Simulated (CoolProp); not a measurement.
Toluene along the isobar 101 kPa: density (kg/m³) from the reference equation and from simpler models built on Tc = 318.6 °C, pc = 4126 kPa, ω = 0.266; each cubic takes its own stable root.

Values from CoolProp's reference Helmholtz-energy equation of state, Lemmon 2006. It is a short technical equation, of lower accuracy than the large ones.

```
T (°C)   phase  reference
------  ------  ---------
-35.15  liquid      917.9
-5.45   liquid      890.5
24.15   liquid      863.0
53.85   liquid      835.1
83.45   liquid      806.5
113.15     gas      3.016
142.75     gas      2.775
172.45     gas      2.572
202.05     gas      2.401
231.75     gas      2.251
261.45     gas      2.120
291.05     gas      2.005
```

How far does each simpler model (Redlich-Kwong, Soave-Redlich-Kwong) lie from the reference over these 12 states: mean and median of the absolute difference, and the worst?


- Redlich-Kwong: mean 5.8 %, median 1.0 %, worst -13.5 % at -35.15 °C and 101 kPa
- Soave-Redlich-Kwong: mean 4.8 %, median 0.7 %, worst -12.4 % at -35.15 °C and 101 kPa
